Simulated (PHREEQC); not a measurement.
Nickel, zinc or cadmium bath: speciation

Consider water at 25 °C with 0.0003 mol CdCl2, 1.16e-05 mol NaCl and 0.000106 mol MnSO4 per kg of water. Closed to the air; pH follows from the charge balance.

Equilibrium calculation in PHREEQC: ion-association model, phreeqc.dat.

Precipitation was switched off in this run.

Question: Predict the pH.

Answer: pH 6.71.

Question: In which forms is Mn present?

Answer: Mn+2 99 %, MnSO4 1.3 % of the Mn.
